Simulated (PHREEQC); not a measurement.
1 kg of water holding 0.055 mol NaCl meets 20 L of dry gas (CO2 1 by moles) at fixed total pressure, at 1 atm; fugacities by Peng-Robinson. The gases take part in no redox reaction, some water evaporates into the gas, and hydrates or a liquid gas phase aren't modelled. No solid was allowed to form.

Computed with PHREEQC (ion-association model, phreeqc.dat).

| T (°C) | dissolved CO2 (all carbonate carbon) (mol/kgw) | φ of CO2 | pH |
|---|---|---|---|
| 10 | 0.0523 | 0.994 | 3.86 |
| 20 | 0.0377 | 0.994 | 3.89 |
| 30 | 0.0283 | 0.995 | 3.93 |
| 40 | 0.0217 | 0.995 | 3.97 |
| 50 | 0.0169 | 0.996 | 4.02 |
| 60 | 0.0131 | 0.996 | 4.07 |
| 70 | 0.00981 | 0.997 | 4.15 |
| 80 | 0.00671 | 0.998 | 4.24 |

Species that the database lacks are ignored. At this temperature some constants are extrapolated from 25 °C, and those without enthalpy data are left unchanged.
